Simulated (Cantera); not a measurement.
# Reactions in the system C-O-Pb-S

Cantera with NASA thermochemical tables; ideal gases at 1 bar, condensed phases pure. Values are per mole of reaction as written; species without (g) are pure solids or liquids, kept so even where they would boil at 1 bar.

2 PbO(g) + CS2(g) = CO2(g) + S2(g) + 2 Pb

```
T (K)  ΔH° (kJ)  ΔS° (J/K)  ΔG° (kJ)  log10 K
-----  --------  ---------  --------  -------
798      -505.4     -115.9    -412.9    27.03
998      -502.0     -112.1    -390.1    20.42
1198     -498.6     -109.0    -368.0    16.05
1398     -495.2     -106.4    -346.5    12.95
1598     -491.7     -104.0    -325.5    10.64
1798     -488.1     -101.9    -304.9     8.86
```

PbO(g) + PbS + C = COS(g) + 2 Pb(g)

```
T (K)  ΔH° (kJ)  ΔS° (J/K)  ΔG° (kJ)  log10 K     condensed phases
-----  --------  ---------  --------  -------  -------------------
798       274.4      234.7      87.1    -5.70  PbS(s), C(graphite)
998       271.3      231.3      40.5    -2.12  PbS(s), C(graphite)
1198      267.9      228.2      -5.4     0.24  PbS(s), C(graphite)
1398      245.3      211.7     -50.6     1.89  PbS(l), C(graphite)
1598      240.3      208.3     -92.6     3.03  PbS(l), C(graphite)
1798      235.8      205.7    -134.0     3.89  PbS(l), C(graphite)
```
